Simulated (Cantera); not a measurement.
Input: 1 mol C3H6, 34 mol H2, 1.1 mol N2, 1.9 mol O2, held at 7.50 Torr.

Cantera equilibrium calculation (NASA polynomials, part measured and part estimated; ideal gas, pure solids and liquids). Candidate condensed phases: C, C6H6, C7H8, C8H18, H2O; 136 gas species. Rates play no part.

x: gas mole fraction; nothing condenses.

```tsv
T (K)	x H2	x H	x CO	x N2	x H2O	x OH	x CO2
1298	0.882	1.01e-5	0.0721	0.0268	0.0186	2.75e-9	0.000867
1398	0.881	4.44e-5	0.0723	0.0268	0.0188	1.86e-8	0.000711
1498	0.881	0.000161	0.0724	0.0268	0.0189	9.79e-8	0.000601
1598	0.881	0.000500	0.0725	0.0268	0.0189	4.18e-7	0.000520
1698	0.880	0.00136	0.0725	0.0267	0.0190	1.50e-6	0.000459
1798	0.878	0.00330	0.0725	0.0267	0.0190	4.70e-6	0.000412
1898	0.874	0.00731	0.0724	0.0267	0.0190	1.30e-5	0.000374
1998	0.867	(withheld)	0.0721	0.0266	0.0189	(withheld)	0.000344
2098	0.854	(withheld)	0.0716	0.0264	0.0188	(withheld)	0.000319
2198	0.833	0.0508	0.0708	0.0261	0.0185	0.000157	0.000298
2298	0.800	0.0857	0.0696	0.0256	0.0180	0.000310	0.000280
2398	0.753	0.137	0.0677	0.0249	0.0172	0.000573	0.000262
2498	0.687	0.207	0.0652	0.0240	0.0160	0.000994	0.000245
2598	0.603	0.296	0.0619	0.0228	0.0142	0.00161	0.000225
```

**Question.** Some entries are withheld; supply them.

**Answer.** 
- 1998, x H: 0.0149
- 1998, x OH: 3.25e-5
- 2098, x H: 0.0284
- 2098, x OH: 7.42e-5
